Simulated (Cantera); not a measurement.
Feed: 1 mol CCl4, 0.015 mol Si, at 1475 K and 0.100 bar.

Cantera equilibrium calculation (NASA polynomials, part measured and part estimated; ideal gas, pure solids and liquids). Candidate condensed phases: C, Si, SiC; 24 gas species. Equilibrium is a limit: real reactors are often held back by kinetics, nucleation or transport.

Base state: Cl2 0.849, Cl 0.143, SiCl4 0.00701, CCl4 1.65e-5 (mole fractions); condensed: C(graphite).

Q: What changes in the equilibrium state with this change: temperature from 1475 K to 3200 K?

A: 
```csv
species,before,after
Cl,0.143,0.966
C3,<1e-9,0.0229
C,<1e-9,0.00301
Cl2,0.849,0.000536
SiC2,<1e-9,0.00126
C2,<1e-9,0.00242
Si,<1e-9,0.00104
SiCl2,<1e-9,0.000902
"C(graphite), mol",1.000,0.655
```
The tables' values for SiCl, CCl are old estimates; treat these amounts as uncertain.
